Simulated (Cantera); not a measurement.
## Low-pressure radical oxidation in H2/O2

An isothermal, constant-pressure homogeneous reactor starts with 0.637 % H₂, 20.5 % O₂, 78.0 % N₂, 0.801 % H₂O, at 1300 K and 11.3 Torr.

Model: GRI-Mech 3.0 (53 species, 325 reactions), integrated in Cantera. Radical loss at walls, strong at low pressure, is not modelled.

```tsv
t (s)	x H₂	x O₂	x NO	x H₂O₂	x N₂O	x H
2.00e-5	0.00637	0.205	<1e-12	<1e-12	<1e-12	1.43e-10
7.96e-5	0.00637	0.205	<1e-12	<1e-12	<1e-12	4.61e-10
0.000317	0.00637	0.205	<1e-12	<1e-12	<1e-12	1.21e-9
0.00126	0.00637	0.205	<1e-12	8.01e-12	<1e-12	6.86e-9
0.00502	0.00635	0.205	<1e-12	1.05e-10	<1e-12	2.26e-6
0.0200	0.000147	0.200	9.36e-9	1.72e-8	4.95e-9	0.000736
0.0796	0.000120	0.201	5.28e-8	1.64e-8	1.36e-8	0.000537
0.317	6.05e-5	0.202	1.22e-7	1.33e-8	1.74e-8	0.000189
1.26	1.21e-5	0.203	1.60e-7	6.30e-9	2.35e-8	1.67e-5
5.02	1.34e-6	0.203	1.74e-7	1.45e-9	2.74e-8	6.09e-7
20.0	1.68e-7	0.203	1.80e-7	2.58e-10	2.22e-8	2.73e-8
```
x: mole fraction; the columns are a selection and need not sum to one.

Equilibrium at this temperature and pressure: H₂ 2.28e-8, O₂ 0.203, NO 0.000390, H₂O₂ 4.36e-11, N₂O 3.15e-9, H 1.37e-9 (gas phase only).
